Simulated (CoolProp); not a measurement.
Cyclopentane along the isotherm 254.55 °C: density (kg/m³) from the reference equation and from simpler models built on Tc = 238.6 °C, pc = 45.83 bar, ω = 0.202; each cubic takes its own stable root.

Values from CoolProp's reference Helmholtz-energy equation of state, Gedanitz 2015.

| p (bar) | phase | reference | Soave-Redlich-Kwong | Peng-Robinson |
|---|---|---|---|---|
| 14.3 | gas | 25.58 | 25.47 | 25.79 |
| 28.6 | gas | 59.50 | 58.81 | (withheld) |
| 43 | gas | 114.6 | 111.2 | 116.5 |
| 57.3 | supercritical | 296.0 | 259.3 | 278.4 |
| 71.6 | supercritical | 408.9 | 345.3 | 378.5 |
| 85.9 | supercritical | 442.6 | (withheld) | 422.0 |
| 100 | supercritical | 462.9 | 408.1 | 451.0 |
| 115 | supercritical | 478.7 | 428.8 | 474.6 |
| 129 | supercritical | 490.4 | 444.5 | 492.6 |
| 143 | supercritical | 500.2 | (withheld) | 507.9 |
| 158 | supercritical | 509.3 | (withheld) | 522.2 |
| 172 | supercritical | 516.9 | 481.2 | 534.1 |
| 186 | supercritical | 523.7 | 490.6 | 544.8 |
| 200 | supercritical | 529.8 | 499.3 | 554.5 |
| 215 | supercritical | 535.9 | 507.8 | 564.1 |
| 229 | supercritical | 541.2 | 515.2 | 572.3 |

**Question.** Some entries are withheld; supply them.

**Answer.** 
- 28.6, Peng-Robinson: 60.44
- 85.9, Soave-Redlich-Kwong: 382.9
- 143, Soave-Redlich-Kwong: 458.0
- 158, Soave-Redlich-Kwong: 470.7
